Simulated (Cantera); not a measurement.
Input: 1 mol CuO, 6.8 mol HF, 0.92 mol O₂, held at 0.133 bar.

Method: chemical equilibrium by Gibbs-energy minimisation in Cantera with the NASA 1993 tables (ideal gas, pure condensed phases). Candidate condensed phases: Cu, CuF₂, CuO, Cu(OH)₂, Cu₂O, H₂O; 27 gas species. Mutual solubility and eutectic melting of coexisting phases are not modelled. The numbers say what is thermodynamically allowed, not how fast it happens.

### Question
Which condensed phases are stable at each of these points (T (°C)): 350, 450, 550, 650, 750, 850, 950, 1050, 1150, 1250, 1350, 1450, 1550, 1650?

### Answer
```
T (°C)  condensed phases  Cu condensed (%)
------  ----------------  ----------------
350     CuF₂(s) + CuO(s)             100.0
450     CuF₂(s) + CuO(s)             100.0
550     CuF₂(s) + CuO(s)             100.0
650     CuF₂(s) + CuO(s)             100.0
750     CuF₂(s) + CuO(s)              99.9
850               CuO(s)              99.3
950              Cu₂O(s)              98.1
1050             Cu₂O(s)              95.8
1150             Cu₂O(s)              90.5
1250             Cu₂O(l)              80.2
1350             Cu₂O(l)              65.7
1450             Cu₂O(l)              44.4
1550             Cu₂O(l)              14.2
1650            gas only               0.0
```

From 350 °C to 750 °C the condensed part is CuF₂(s) + CuO(s). At 850 °C the condensed part is CuO(s). From 950 °C to 1150 °C the condensed part is Cu₂O(s). From 1250 °C to 1550 °C the condensed part is Cu₂O(l). At 1650 °C nothing is condensed.
